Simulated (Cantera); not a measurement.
**Fe2O3 + CO + CH4 (carbothermic reduction)**

Input: 1 mol Fe2O3, 10 mol CO, 1.6 mol CH4, at 10.0 mbar.

Method: chemical equilibrium by Gibbs-energy minimisation in Cantera with the NASA 1993 tables (ideal gas, pure condensed phases). Candidate condensed phases: C, C6H6, C7H8, C8H18, Fe, Fe(CO)5, FeO, Fe(OH)2, Fe(OH)3, Fe2O3, Fe3O4, H2O; 114 gas species. Kinetics and transport are ignored.

```json
[
 {"T (°C)": "1525", "log p CO": "-2.14", "log p H2": "-2.77", "log p Fe": "-4.54", "log p CO2": "-3.30", "log p H2O": "-3.35", "log p H": "-4.84", "n Fe(δ)": "1.96", "n Fe(l)": "0"},
 {"T (°C)": "1575", "log p CO": "-2.14", "log p H2": "-2.77", "log p Fe": "-4.24", "log p CO2": "-3.31", "log p H2O": "-3.35", "log p H": "-4.66", "n Fe(δ)": "0", "n Fe(l)": "1.91"},
 {"T (°C)": "1625", "log p CO": "-2.14", "log p H2": "-2.78", "log p Fe": "-3.96", "log p CO2": "-3.32", "log p H2O": "-3.34", "log p H": "-4.50", "n Fe(δ)": "0", "n Fe(l)": "1.84"},
 {"T (°C)": "1675", "log p CO": "-2.14", "log p H2": "-2.79", "log p Fe": "-3.70", "log p CO2": "-3.33", "log p H2O": "-3.34", "log p H": "-4.34", "n Fe(δ)": "0", "n Fe(l)": "1.70"},
 {"T (°C)": "1725", "log p CO": "-2.15", "log p H2": "-2.80", "log p Fe": "-3.45", "log p CO2": "-3.35", "log p H2O": "-3.34", "log p H": "-4.19", "n Fe(δ)": "0", "n Fe(l)": "1.45"},
 {"T (°C)": "1775", "log p CO": "-2.16", "log p H2": "-2.82", "log p Fe": "-3.21", "log p CO2": "-3.37", "log p H2O": "-3.35", "log p H": "-4.06", "n Fe(δ)": "0", "n Fe(l)": "1.02"},
 {"T (°C)": "1825", "log p CO": "-2.18", "log p H2": "-2.84", "log p Fe": "-2.98", "log p CO2": "-3.40", "log p H2O": "-3.37", "log p H": "-3.93", "n Fe(δ)": "0", "n Fe(l)": "0.260"}
]
```
log p: log10 of the partial pressure in bar; n: condensed amount in mol.

At 1525 °C the condensed part is Fe(δ). From 1575 °C to 1825 °C the condensed part is Fe(l). The main Fe-bearing gas is Fe throughout. The share of Fe in condensed phases is highest at 1525 °C (97.9 %) and lowest at 1825 °C (13.0 %).
